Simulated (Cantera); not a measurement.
A perfectly stirred reactor is fed with N2O : H2O = 1 : 0.013 (molar parts), at 1.00 bar; it is held at 1125 K, and followed from long to short residence time.

Model: GRI-Mech 3.0 (53 species, 325 reactions), integrated in Cantera. GRI-Mech 3.0 was tuned for natural gas; its chemistry of N2O as a main component is partial and can be far from experiment. The mechanism lacks the step 2 NO + O2 → 2 NO2, which can matter for NO2 below about 1400 K. The temperature is held fixed by assumption; the heat of reaction is taken as removed at once.

x: mole fraction; the columns are a selection and need not sum to one.

```
τ (s)    x N2O   x H2O       x H    x HO2     x NO2      x H2
-------  -----  ------  --------  -------  --------  --------
3.5      0.603  0.0112  1.52e-10  3.87e-8  0.000451         …
1.2      0.801  0.0120  1.84e-10  8.11e-8  0.000399         …
0.44     0.908  0.0125  2.02e-10  1.69e-7  0.000324         …
0.16     0.956  0.0127  2.09e-10  3.34e-7  0.000224         …
0.055    0.976  0.0128  2.06e-10  5.99e-7  0.000116         …
0.019    0.983  0.0128  1.87e-10  9.26e-7   4.21e-5         …
0.0069   0.986  0.0128  1.54e-10  1.19e-6   1.09e-5         …
0.0024   0.987  0.0128  1.06e-10  1.09e-6   1.55e-6         …
0.00086  0.987  0.0128  5.47e-11  5.12e-7   1.04e-7  4.51e-10
```

**Question.** Fill in the missing entries.

**Answer.** 
- 3.5, x H2: 2.11e-9
- 1.2, x H2: 2.64e-9
- 0.44, x H2: 3.24e-9
- 0.16, x H2: 4.19e-9
- 0.055, x H2: 5.75e-9
- 0.019, x H2: 6.59e-9
- 0.0069, x H2: 4.80e-9
- 0.0024, x H2: 1.96e-9
